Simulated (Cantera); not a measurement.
## Stirred combustor or abatement burner

A perfectly stirred reactor is fed with 8.03 % C₂H₄, 13.7 % O₂, 75.5 % N₂, 2.81 % H₂O, at 750 Torr; it is adiabatic with a 550 K inlet, and is followed from long to short residence time, starting on the burning branch (τ in s: 0.2, 0.067, 0.023, 0.0078, 0.0026, 0.0009, 0.00031, 0.0001, 3.6e-05, 1.2e-05, 4.1e-06).

Cantera simulation using GRI-Mech 3.0 (53 species, 325 reactions); the numbers are that mechanism's predictions, not measurements. GRI-Mech 3.0 was tuned for natural gas; its chemistry of ethylene as a main component is partial and can be far from experiment.

| τ (s) | T (K) | x C₂H₄ | x O₂ | x H₂O | x CH₄ | x CH₃ | x CH₂O | x CH₂ |
|---|---|---|---|---|---|---|---|---|
| 0.20 | 1860 | 2.75e-5 | 0.000167 | 0.0995 | 0.00102 | 9.64e-5 | 2.34e-6 | 6.26e-7 |
| 0.067 | 1860 | 5.67e-5 | 0.000355 | 0.102 | 0.00114 | 0.000156 | 4.61e-6 | 1.51e-6 |
| 0.023 | 1856 | 0.000106 | 0.000681 | 0.103 | 0.00111 | 0.000231 | 8.48e-6 | 3.45e-6 |
| 0.0078 | 1846 | 0.000191 | 0.00123 | 0.104 | 0.000970 | 0.000315 | 1.50e-5 | 7.57e-6 |
| 0.0026 | 1828 | 0.000352 | 0.00224 | 0.105 | 0.000820 | 0.000403 | 2.59e-5 | 1.54e-5 |
| 0.00090 | 1796 | 0.000729 | 0.00438 | 0.106 | 0.000790 | 0.000511 | 4.61e-5 | 2.78e-5 |
| 0.00031 | 1714 | 0.00219 | 0.0110 | 0.105 | 0.00111 | 0.000720 | 0.000102 | 4.42e-5 |
| 0.00010 | 550 | 0.0803 | 0.137 | 0.0281 | <1e-12 | <1e-12 | <1e-12 | <1e-12 |
| 3.6e-5 | 550 | 0.0803 | 0.137 | 0.0281 | <1e-12 | <1e-12 | <1e-12 | <1e-12 |
| 1.2e-5 | 550 | 0.0803 | 0.137 | 0.0281 | <1e-12 | <1e-12 | <1e-12 | <1e-12 |
| 4.1e-6 | 550 | 0.0803 | 0.137 | 0.0281 | <1e-12 | <1e-12 | <1e-12 | <1e-12 |
x: mole fraction; the columns are a selection and need not sum to one.
